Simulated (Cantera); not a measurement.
A closed system holds: 1 mol SiH2Cl2, 8.5 mol NH3, equilibrated at 13300 Pa.

Method: chemical equilibrium by Gibbs-energy minimisation in Cantera with the NASA 1993 tables (ideal gas, pure condensed phases). Candidate condensed phases: NH4Cl, Si, Si3N4; 28 gas species. The tables' values for SiCl3, SiCl are old estimates; treat these amounts as uncertain. Kinetics and transport are ignored. All values below are at 1748 K.

Base state: H2 0.701, N2 0.201, HCl 0.0879, SiCl2 0.00977, H 0.000524, SiCl3 0.000239, Cl 5.07e-5, SiHCl3 1.84e-5 (mole fractions); condensed: Si3N4(s).

Task: What changes in the equilibrium state with this change: NH3 from 8.5 to 21 mol?

Result: 
```csv
species,before,after
H2,0.701,0.728
N2,0.201,0.228
HCl,0.0879,0.0420
SiCl2,0.00977,0.00198
SiCl4,1.05e-5,4.66e-7
SiCl3,0.000239,2.27e-5
SiHCl3,1.84e-5,1.77e-6
SiCl,1.32e-5,5.71e-6
"Si3N4(s), mol",0.271,0.304
```
The tables' values for SiCl3 are old estimates; treat these amounts as uncertain.

Task: What changes in the equilibrium state with this change: pressure from 13300 Pa to 1000 Pa?

Result: 
| species | before | after |
|---|---|---|
| H2 | 0.701 | 0.690 |
| N2 | 0.201 | 0.223 |
| HCl | 0.0879 | 0.0644 |
| SiCl2 | 0.00977 | 0.0201 |
| Si | 2.90e-6 | 0.000146 |
| SiH | 1.18e-6 | 1.61e-5 |
| Si3N4(s), mol | 0.271 | 0 |
| Si(l), mol | 0 | 0.610 |
The tables' values for SiCl, SiCl3 are old estimates; treat these amounts as uncertain. Gases not in the tables: Si2H6 and higher silanes.
